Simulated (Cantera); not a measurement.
**Thermodynamics of carbon deposition, reforming and gasification, feed CH4 + O2 + NH3**

A closed system holds: 1 mol CH4, 0.04 mol O2, 0.52 mol NH3, held at 7.50 Torr.

Method: chemical equilibrium by Gibbs-energy minimisation in Cantera with the NASA 1993 tables (ideal gas, pure condensed phases). Candidate condensed phases: C, C6H6, C7H8, C8H18, H2O; 136 gas species. Kinetics and transport are ignored.

```csv
T (°C),log p H2,log p H,log p N2,log p CO,log p HCN,log p C2H2 (acetylene),n C(graphite)
1975,-2.09,-3.18,-3.12,-3.61,-4.06,-4.57,0.872
2050,-2.10,-3.01,-3.13,-3.61,-3.98,-4.42,0.856
2125,-2.13,-2.87,-3.15,-3.62,-3.90,-4.29,0.838
2200,-2.16,-2.73,-3.17,-3.63,-3.84,-4.17,0.816
2275,-2.19,-2.61,-3.20,-3.65,-3.79,-4.07,0.790
2350,-2.24,-2.50,-3.22,-3.67,-3.76,-4.00,0.760
2425,-2.31,-2.40,-3.26,-3.69,-3.73,-3.94,0.722
```
log p: log10 of the partial pressure in bar; n: condensed amount in mol.

From 1975 °C to 2425 °C the condensed part is C(graphite). The main C-bearing gas is CO at 1975 °C and C2H2 (acetylene) at 2425 °C. The share of C in condensed phases is highest at 1975 °C (87.2 %) and lowest at 2425 °C (72.2 %).
